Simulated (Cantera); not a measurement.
# Thermodynamics of chlorosilane synthesis and conversion, feed Si + Cl2 + H2

Feed: 1 mol Si, 1.5 mol Cl2, a varied amount of H2, equilibrated at 0.250 bar.

Method: chemical equilibrium by Gibbs-energy minimisation in Cantera with the NASA 1993 tables (ideal gas, pure condensed phases). Candidate condensed phases: Si; 19 gas species. The tables' values for SiCl3 are old estimates. Kinetics and transport are ignored.

Stable condensed phases:

```
T in °C \ n(H2) in mol
         0.85  1.1  1.4  1.9  2.4  3.2  4.1  5.4
   1400     A    A    A    A    A    A    B    B
   1300     A    A    A    A    A    B    B    B
   1200     B    B    B    B    B    B    B    B
   1100     B    B    B    B    B    B    B    B
   1000     B    B    B    B    B    B    B    B
    900     B    B    B    B    B    B    B    B
    800     B    B    B    B    B    B    B    B
    700     B    B    B    B    B    B    B    B
    600     B    B    B    B    B    B    B    B
    500     B    B    B    B    B    B    B    B
    400     B    B    B    B    B    B    B    B
```

A: gas only; B: Si.
